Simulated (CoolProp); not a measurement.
Properties of R113 along the isobar 0.748 MPa (Tc = 487.2 K, pc = 3.392 MPa, ω = 0.253).

The numbers come from the reference Helmholtz-energy equation of state, Marx 1992 in CoolProp.

| T (K) | phase | density (kg/m³) | speed of sound (m/s) | Joule-Thomson coefficient (K/MPa) | expansivity (1/kK) | fugacity coefficient |
|---|---|---|---|---|---|---|
| 317.9 | liquid | 1517 | 639.1 | -0.3419 | 1.618 | 0.1224 |
| 332.3 | liquid | 1481 | 593.6 | -0.3055 | 1.713 | 0.1910 |
| 346.7 | liquid | 1444 | 548.7 | -0.2608 | 1.832 | 0.2843 |
| 361.1 | liquid | 1405 | 504.1 | ? | 1.984 | 0.4056 |
| 375.5 | liquid | 1364 | 459.3 | -0.1319 | 2.180 | 0.5579 |
| 389.9 | liquid | 1319 | 413.6 | -0.03377 | 2.447 | 0.7426 |
| 404.3 | gas | 49.62 | 117.9 | 19.68 | 4.470 | 0.8641 |
| 418.8 | gas | 46.70 | 122.8 | 16.76 | 3.916 | 0.8792 |
| 433.2 | gas | 44.27 | 127.2 | 14.64 | ? | 0.8920 |
| 447.6 | gas | 42.17 | 131.2 | 13.01 | 3.235 | 0.9030 |
| 462 | gas | 40.32 | 134.9 | 11.70 | 3.001 | ? |
| 476.4 | gas | 38.67 | 138.3 | 10.62 | 2.809 | 0.9210 |
| 490.8 | gas | 37.18 | 141.6 | 9.711 | 2.646 | 0.9284 |

### Question
What belongs in the gaps?

### Answer

- 361.1, Joule-Thomson coefficient (K/MPa): -0.2047
- 433.2, expansivity (1/kK): 3.528
- 462, fugacity coefficient: 0.9126
